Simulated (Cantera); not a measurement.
A freely propagating, adiabatic, planar premixed flame of H₂ : O₂ : N₂ : H₂O = 1 : 0.909 : 3.42 : 0.27 (molar parts), unburnt at 423 K and 0.128 atm; mixture-averaged transport, grid criteria slope 0.08 and curve 0.16, no radiation.

Computed with Cantera and the H2/O2 subset of GRI-Mech 3.0, which has no nitrogen chemistry. Burning velocities carry a grid error of a few per cent, more on coarse grids. Lean hydrogen flames are cellular in practice and burn faster than this planar one.

Problem. How do the results move with these cheaper or finer settings: unity-Lewis-number transport; multicomponent transport; multicomponent+Soret transport; grid criteria slope 0.5, curve 1; grid criteria slope 0.25, curve 0.5; grid criteria slope 0.03, curve 0.06?

Solution. 
```
setting                               laminar burning velocity  thermal thickness  peak x(HO₂)  peak x(H)  grid points
------------------------------------  ------------------------  -----------------  -----------  ---------  -----------
as above                                              162 cm/s            4.94 mm     0.000114     0.0217          107
unity-Lewis-number transport                          124 cm/s            3.49 mm      8.69e-5     0.0299          106
multicomponent transport                              161 cm/s            4.90 mm     0.000115     0.0216          107
multicomponent+Soret transport                        148 cm/s            4.86 mm     0.000113     0.0203          107
grid criteria slope 0.5, curve 1                      195 cm/s            6.04 mm      9.99e-5     0.0243           31
grid criteria slope 0.25, curve 0.5                   172 cm/s            5.25 mm     0.000111     0.0223           48
grid criteria slope 0.03, curve 0.06                  159 cm/s            4.85 mm     0.000115     0.0214          278
```
Unity Lewis numbers drop preferential diffusion, which matters most where H2 and H carry the flame; Soret adds thermal diffusion.
